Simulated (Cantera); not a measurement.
## Equilibrium for silicon oxide and oxynitride deposition: SiH4 + O2 + H2

Charge: 1 mol SiH4, 2.6 mol O2, 0.81 mol H2, held at 48.0 mbar.

Cantera equilibrium calculation (NASA polynomials, part measured and part estimated; ideal gas, pure solids and liquids). Candidate condensed phases: H2O, Si, SiO2; 18 gas species. The tables hold silica as quartz up to 1696 K and as liquid above; real silica turns to tridymite and cristobalite and melts near 1996 K. Gases not in the tables: Si(OH)4. Kinetics and transport are ignored.

At 750 K the condensed part is SiO2(α-quartz). From 850 K to 1450 K the condensed part is SiO2(β-quartz).

```
T (K)  x H2O    x O2      x OH      x H2       x O       x H     x HO2    x H2O2  n SiO2(α-quartz)  n SiO2(β-quartz)
-----  -----  ------  --------  --------  --------  --------  --------  --------  ----------------  ----------------
750    0.935  0.0649  8.37e-10    <1e-12    <1e-12    <1e-12  2.69e-12  2.26e-12              1.00                 0
850    0.935  0.0649   1.78e-8  7.69e-12    <1e-12    <1e-12  3.30e-11  1.65e-11                 0              1.00
950    0.935  0.0649   2.00e-7  3.05e-10  3.69e-11    <1e-12  2.39e-10  7.97e-11                 0              1.00
1050   0.935  0.0649   1.42e-6   6.06e-9  7.77e-10  2.88e-12   1.19e-9  2.86e-10                 0              1.00
1150   0.935  0.0649   7.18e-6   7.20e-8   9.66e-9  9.14e-11   4.47e-9  8.25e-10                 0              1.00
1250   0.935  0.0649   2.80e-5   5.78e-7   8.05e-8   1.68e-9   1.36e-8   2.02e-9                 0              1.00
1350   0.935  0.0649   8.93e-5   3.42e-6   4.91e-7   2.01e-8   3.52e-8   4.33e-9                 0              1.00
1450   0.935  0.0648  0.000243   1.59e-5   2.33e-6   1.72e-7   7.98e-8   8.38e-9                 0              1.00
```
x: gas mole fraction; n: condensed amount in mol.
